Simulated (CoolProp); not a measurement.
n-perfluorobutane along the isotherm 176.85 °C: fugacity coefficient from the reference equation and from simpler models built on Tc = 113.2 °C, pc = 2.322 MPa, ω = 0.372; each cubic takes its own stable root.

The numbers come from the reference Helmholtz-energy equation of state, Gao 2022 in CoolProp.

```csv
p (MPa),phase,reference,van der Waals,Soave-Redlich-Kwong,Peng-Robinson
1.11,gas,…,…,0.9117,0.8981
2.22,gas,0.8297,0.8092,0.8291,…
3.33,supercritical,0.7501,0.7147,0.7530,0.7231
4.44,supercritical,0.6775,…,0.6853,0.6517
5.56,supercritical,0.6151,0.5618,…,…
6.67,supercritical,0.5664,0.5184,0.5856,0.5481
7.78,supercritical,0.5294,0.4885,0.5527,0.5137
8.89,supercritical,0.5015,0.4677,…,0.4873
10,supercritical,0.4803,0.4535,0.5091,…
```

### Question
Some entries are withheld; supply them.

### Answer

- 1.11, reference: 0.9135
- 1.11, van der Waals: 0.9038
- 2.22, Peng-Robinson: 0.8057
- 4.44, van der Waals: 0.6265
- 5.56, Soave-Redlich-Kwong: 0.6289
- 5.56, Peng-Robinson: 0.5931
- 8.89, Soave-Redlich-Kwong: 0.5279
- 10, Peng-Robinson: 0.4669
